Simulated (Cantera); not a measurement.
A freely propagating, adiabatic, planar premixed flame of 1.18 % CH4, 1.03 % C2H6, 2.25 % C3H8, 20.1 % O2, 75.4 % N2, unburnt at 398 K and 7.11 atm; mixture-averaged transport, grid criteria slope 0.08 and curve 0.16, no radiation.

Cantera simulation using GRI-Mech 3.0 (53 species, 325 reactions); the numbers are that mechanism's predictions, not measurements. GRI-Mech 3.0 was tuned for natural gas; its chemistry of propane as a main component is partial and can be far from experiment. Burning velocities carry a grid error of a few per cent, more on coarse grids.

Problem. Predict: laminar burning velocity; thermal thickness; peak x(C2H4); peak x(CH3).

Solution. 
```
Property                     Result
------------------------  ---------
laminar burning velocity  33.4 cm/s
thermal thickness         0.0814 mm
peak x(C2H4)                0.00580
peak x(CH3)                0.000841
```
